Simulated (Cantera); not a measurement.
Ammonia decomposition in nitride growth gas

An isothermal, constant-pressure homogeneous reactor starts with NH₃ : N₂ = 1 : 0.14 (molar parts), at 2400 K and 735 Torr.

Model: the gas-phase N/H chemistry of the illustrative SiF4/NH3 mechanism in the Surface Chemkin manual (1991), integrated in Cantera. Walls and surfaces, which speed up NH3 decomposition in real reactors, are not modelled.

```csv
t (s),x NH₃,x NH,x H,x N,x H₂,x N₂,x NH₂
4.00e-6,0.873,1.62e-5,1.09e-5,5.70e-8,0.00141,0.123,0.00261
1.75e-5,0.858,8.57e-5,4.55e-5,7.02e-7,0.0104,0.124,0.00707
7.68e-5,0.790,0.000119,0.000185,3.38e-6,0.0655,0.138,0.00647
0.000336,0.566,0.000138,0.000610,8.54e-6,0.245,0.183,0.00444
0.00147,0.179,0.000108,0.00183,1.20e-5,0.555,0.262,0.00189
0.00646,0.00221,2.39e-5,0.00911,1.15e-5,0.691,0.297,9.39e-5
0.0283,3.08e-5,7.34e-7,0.0134,5.27e-7,0.689,0.297,1.94e-6
0.124,6.20e-6,1.48e-7,0.0134,1.06e-7,0.690,0.297,3.91e-7
0.543,3.58e-6,8.54e-8,0.0134,6.13e-8,0.690,0.297,2.25e-7
2.38,3.56e-6,8.50e-8,0.0134,6.10e-8,0.690,0.297,2.24e-7
10.4,3.56e-6,8.50e-8,0.0134,6.10e-8,0.690,0.297,2.24e-7
45.7,3.56e-6,8.50e-8,0.0134,6.10e-8,0.690,0.297,2.24e-7
200,3.56e-6,8.50e-8,0.0134,6.10e-8,0.690,0.297,2.24e-7
```
x: mole fraction; the columns are a selection and need not sum to one.

Equilibrium at this temperature and pressure: NH₃ 3.56e-6, NH 8.50e-8, H 0.0134, N 6.10e-8, H₂ 0.690, N₂ 0.297, NH₂ 2.24e-7 (gas phase only).
